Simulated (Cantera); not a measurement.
**Diamond growth**

A diamond (100) surface in a fixed gas of H2 with x(CH4) = 0.017, x(H) = 0.018, x(CH3) = 0.00022, 0.260 bar; coverages are run to steady state.

Model: the Harris–Goodwin 1993 mechanism for the reconstructed diamond (100) surface, integrated in Cantera.

```tsv
T (K)	growth (µm/h)	θ c6HH	θ c6H*	θ c6*H	θ c6**	θ c6HM
900	17.8	0.683	0.0112	0.288	0.00442	0.0102
975	26.9	0.614	0.0169	0.351	0.00818	0.00737
1050	37.3	0.548	0.0238	0.406	0.0137	0.00541
1125	48.0	0.489	0.0313	0.452	0.0212	0.00398
1200	55.1	0.436	0.0393	0.489	0.0308	0.00278
1275	52.2	0.391	0.0474	0.517	0.0423	0.00164
1350	39.8	0.351	0.0554	0.536	0.0555	0.000731
```
θ: site fractions in the mechanism's names (c6HH fully hydrogenated, c6H* and c6*H radical sites, c6** diradical, c6HM methylated).
